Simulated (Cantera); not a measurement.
Input: 1 mol TiCl4, 18 mol H2O, a varied amount of H2, equilibrated at 1475 K and 10.0 Torr.

Cantera equilibrium calculation (NASA polynomials, part measured and part estimated; ideal gas, pure solids and liquids). Candidate condensed phases: H2O, Ti, TiCl2, TiCl3, TiCl4, TiO, TiO2, Ti2O3, Ti3O5, Ti4O7; 23 gas species. The numbers say what is thermodynamically allowed, not how fast it happens.

Q: At 110 mol H2, list the 4 most abundant gas species with their mole fractions, and the condensed phases.

A: H2 0.846, H2O 0.123, HCl 0.0308, H 0.000103. Condensed: TiO2(rutile).
